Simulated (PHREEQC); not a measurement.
**Spent oxide etchant**

Dissolve 21 mmol/kgw NH4HF2, 0.076 mmol/kgw H2SiF6, 0.053 mmol/kgw H3PO4 and 2.4 mmol/kgw HCl at 20 °C. Closed to the air; pH follows from the charge balance.

The numbers come from PHREEQC with the ion-association model, wateq4f.dat.

Each row changes one thing in this solution. This is a speciation only: nothing precipitates in the calculation.

| case | pH | ionic strength (mol/kgw) | HF (mol/kgw) | F- (mol/kgw) | HF2- (mol/kgw) | H2F2 (mol/kgw) | SI of Quartz (SiO2) |
|---|---|---|---|---|---|---|---|
| as made | 3.05 | 0.0221 | 0.0191 | 0.0181 | 0.00128 | 0.00113 | -7.66 |
| HCl from 0.0024 to 0.00048 mol/kgw | 3.12 | 0.0219 | 0.0176 | 0.0199 | 0.00129 | 0.000970 | -7.60 |
| H3PO4 left out | 3.05 | 0.0221 | 0.0190 | 0.0182 | 0.00128 | 0.00113 | -7.66 |
| diluted 5-fold with water | 3.16 | 0.00496 | 0.00383 | 0.00436 | 6.15e-5 | 4.57e-5 | -4.27 |
| diluted 10-fold with water | 3.25 | 0.00269 | 0.00174 | 0.00241 | 1.54e-5 | 9.43e-6 | -2.68 |
| 0.00022 mol/kgw NaHSO4 added | 3.04 | 0.0225 | 0.0192 | 0.0179 | 0.00127 | 0.00115 | -7.66 |
| HCl from 0.0024 to 0.00264 mol/kgw | 3.04 | 0.0221 | 0.0192 | 0.0179 | 0.00127 | 0.00116 | -7.66 |

Complexes and solids missing from the database can't appear. wateq4f.dat counts part of the HF as a dimer, H2F2, which phreeqc.dat doesn't know; its constant is uncertain. H3PO4, which wateq4f.dat lacks, is added to it with the constant of phreeqc.dat. SiF6-2 is the database's only silicon fluoride.
